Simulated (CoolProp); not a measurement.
Computed with CoolProp (reference Helmholtz-energy equation of state, Guder 2009).

Task: For sulfur hexafluoride, give the phase and the cp (kJ/(kg K)), viscosity (µPa s), Prandtl number at 298.5 K and 0.83 bar.

Result: 
- 298.5 K and 0.83 bar: gas; cp 0.669, viscosity 15.2, Prandtl number 0.783

Viscosity comes from a separate model (Quiñones-Cisneros 2012). Thermal conductivity comes from a separate model (Assael 2012).
